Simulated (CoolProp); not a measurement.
R404A along the isotherm 226.85 °C: density (kg/m³) from the reference equation and from simpler models built on Tc = 72.1 °C, pc = 37.35 bar, ω = 0.293; each cubic takes its own stable root.

The numbers come from the reference Helmholtz-energy equation of state, Lemmon 2003 in CoolProp. It is a pseudo-pure fit of the blend.

```csv
p (bar),phase,reference
15.6,gas,38.05
31.1,gas,78.77
46.7,supercritical,122.7
62.2,supercritical,169.1
77.8,supercritical,217.9
93.4,supercritical,267.9
109,supercritical,317.9
124,supercritical,364.7
140,supercritical,412.2
156,supercritical,456.4
171,supercritical,494.5
187,supercritical,531.6
```

### Question
How far does each simpler model (ideal gas, van der Waals, Redlich-Kwong, Peng-Robinson) lie from the reference over these 12 states: mean and median of the absolute difference, and the worst?

### Answer
- ideal gas: mean 15.5 %, median 17.8 %, worst -20.3 % at 226.85 °C and 140 bar
- van der Waals: mean 6.0 %, median 5.6 %, worst +12.0 % at 226.85 °C and 93.4 bar
- Redlich-Kwong: mean 2.9 %, median 3.0 %, worst +4.7 % at 226.85 °C and 93.4 bar
- Peng-Robinson: mean 2.7 %, median 2.9 %, worst -5.2 % at 226.85 °C and 171 bar
